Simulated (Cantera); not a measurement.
An adiabatic, constant-volume homogeneous reactor starts with 3.45 % C₃H₈, 20.3 % O₂, 76.3 % N₂, equivalence ratio 0.85, at 1673 K and 1000000 Pa.

Computed with Cantera and GRI-Mech 3.0 (53 species, 325 reactions). GRI-Mech 3.0 was tuned for natural gas; its chemistry of propane as a main component is partial and can be far from experiment. Above 3000 K some thermodynamic fits are extrapolated.

Task: Predict: time of steepest temperature rise; temperature at 4.00 s; equilibrium temperature; x(O₂) at 4.00 s.

Result: 
```
Quantity                                                          Result
---------------------------------  -------------------------------------
time of steepest temperature rise                                4.15 µs
temperature at 4.00 s                                             3128 K
equilibrium temperature                                           3128 K
x(O₂) at 4.00 s                    0.0334 (gas-phase equilibrium 0.0334)
```
